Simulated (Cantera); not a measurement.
Feed: 1 mol Ti(OiPr)4, 0.084 mol C3H8, held at 902 °C and 88.0 Pa.

Method: chemical equilibrium by Gibbs-energy minimisation in Cantera with the NASA 1993 tables (ideal gas, pure condensed phases). Candidate condensed phases: C, C6H6, C7H8, C8H18, H2O, Ti, TiC, TiO, TiO2, Ti2O3, Ti3O5, Ti4O7; 113 gas species. The feed counts by its element totals alone. TiC: taken at fixed stoichiometry. Kinetics and transport are ignored.

Base state: H2 0.782, CO 0.218, CH4 1.03e-5 (mole fractions); condensed: C(graphite) + TiC(s).

Task: What changes in the equilibrium state with this change: pressure from 88.0 Pa to 0.130 bar?

Result: 
```
species            before     after
----------------  -------  --------
H2                  0.782     0.862
CO                  0.218     0.135
CH4               1.03e-5   0.00185
H2O               5.20e-6  0.000526
CO2               1.13e-6   6.45e-5
C(graphite), mol     7.25      9.98
TiC(s), mol          1.00         0
Ti4O7(s), mol           0     0.250
```
Condensed phases not in the tables: Magnéli phases beyond Ti4O7.

Task: What changes in the equilibrium state with this change: pressure from 88.0 Pa to 6.60 mbar?

Result: 
```json
[
 {"species": "H2", "before": "0.782", "after": "0.860"},
 {"species": "CO", "before": "0.218", "after": "0.140"},
 {"species": "CH4", "before": "1.03e-5", "after": "9.35e-5"},
 {"species": "H2O", "before": "5.20e-6", "after": "2.75e-5"},
 {"species": "C(graphite), mol", "before": "7.25", "after": "9.92"},
 {"species": "TiC(s), mol", "before": "1.00", "after": "0"},
 {"species": "Ti3O5(s), mol", "before": "0", "after": "0.333"}
]
```
